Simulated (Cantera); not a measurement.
What does this Cantera script print?

```python
import numpy as np
import cantera as ct

gas_names = """
    C CN CO CO2 C2 CCN CNC C2N2 C2O C3 C3O2 C4 C4N2 C5 N NCO NO NO2 NO3 N2 N2O O O2 O3 Si SiC SiC2 SiN
    SiO SiO2 Si2 Si2C Si2N Si3
""".split()
cond_names = """
    C(gr) Si(cr) Si(L) SiC(b) SiO2(Lqz) SiO2(hqz) SiO2(L) Si2N2O(s) Si3N4(a)
""".split()


# ... load() reads the species with a 1 bar reference pressure and builds the phases ...
atoms = {
    'SiC': {'Si': 1, 'C': 1},
    'CO2': {'C': 1, 'O': 2},
    'N2': {'N': 2},
    'N2O': {'N': 2, 'O': 1},
}
top_T = {'C(gr)': 4500, 'SiC(b)': 3050, 'Si2N2O(s)': 2100, 'Si3N4(a)': 2400}  # K; cautious upper limits of use, not melting points


# ... equilibrate(T, P, feed) seeds the gas with the atoms and calls Mixture.equilibrate('TP', solver="vcs", rtol=1e-11, max_steps=5000) ...
results = []
feed = {'SiC': 1, 'CO2': 0.016, 'N2': 1.5, 'N2O': 0.012}  # mol
P = 8.6  # Pa
for T in [1400, 1450, 1500, 1550, 1600, 1650, 1700, 1750, 1800]:
    mix = equilibrate(T, P, feed)
    results.append((T, P, feed, dict(zip(mix.species_names, mix.species_moles))))
    x = sorted(zip(gas.X, gas.species_names), reverse=True)
    print(f"T = {T:g} K  P = {P:g} Pa  gas = {mix.phase_moles(0):.4g} mol")
    print("   x: " + "  ".join(f"{s} {v:.3e}" for v, s in x if v > 1e-06))
    print("   condensed (mol): " + ("  ".join(f"{mix.phase(i).name} {mix.phase_moles(i):.4g}"
          for i in range(1, mix.n_phases) if mix.phase_moles(i) > 1e-12) or "none"))
```

Output:

```
T = 1400 K  P = 8.6 Pa  gas = 1.54 mol
   x: N2 9.765e-01  CO 2.202e-02  SiO 1.453e-03
   condensed (mol): SiC(b) 0.9821  Si2N2O(s) 0.007841
T = 1450 K  P = 8.6 Pa  gas = 1.551 mol
   x: N2 9.732e-01  CO 2.010e-02  SiO 6.739e-03  Si 3.105e-06
   condensed (mol): SiC(b) 0.9848  Si2N2O(s) 0.002363
T = 1500 K  P = 8.6 Pa  gas = 1.556 mol
   x: N2 9.717e-01  CO 1.929e-02  SiO 8.990e-03  Si 1.375e-05
   condensed (mol): SiC(b) 0.986
T = 1550 K  P = 8.6 Pa  gas = 1.556 mol
   x: N2 9.717e-01  CO 1.930e-02  SiO 8.973e-03  Si 4.733e-05
   condensed (mol): SiC(b) 0.986
T = 1600 K  P = 8.6 Pa  gas = 1.556 mol
   x: N2 9.716e-01  CO 1.935e-02  SiO 8.920e-03  Si 1.502e-04  SiN 1.183e-06
   condensed (mol): SiC(b) 0.9859
T = 1650 K  P = 8.6 Pa  gas = 1.557 mol
   x: N2 9.713e-01  CO 1.950e-02  SiO 8.770e-03  Si 4.407e-04  SiN 2.894e-06  Si2C 1.949e-06
   condensed (mol): SiC(b) 0.9856
T = 1700 K  P = 8.6 Pa  gas = 1.558 mol
   x: N2 9.706e-01  CO 1.986e-02  SiO 8.383e-03  Si 1.188e-03  Si2C 7.171e-06  SiN 6.576e-06  Si2N 1.788e-06
   condensed (mol): SiC(b) 0.985
T = 1750 K  P = 8.6 Pa  gas = 1.561 mol
   x: N2 9.689e-01  CO 2.069e-02  SiO 7.501e-03  Si 2.890e-03  Si2C 2.334e-05  SiN 1.360e-05  Si2N 3.832e-06  Si2 2.475e-06
   condensed (mol): SiC(b) 0.9837
T = 1800 K  P = 8.6 Pa  gas = 1.566 mol
   x: N2 9.657e-01  CO 2.227e-02  Si 6.106e-03  SiO 5.832e-03  Si2C 6.486e-05  SiN 2.464e-05  Si2N 6.553e-06  Si2 6.101e-06  SiC2 1.889e-06
   condensed (mol): SiC(b) 0.981
```

Equilibrium computed with Cantera from the NASA thermochemical tables; the gas is ideal and each condensed phase is pure. Mutual solubility and eutectic melting of coexisting phases are not modelled. The tables' values for SiN are old estimates; treat these amounts as uncertain.
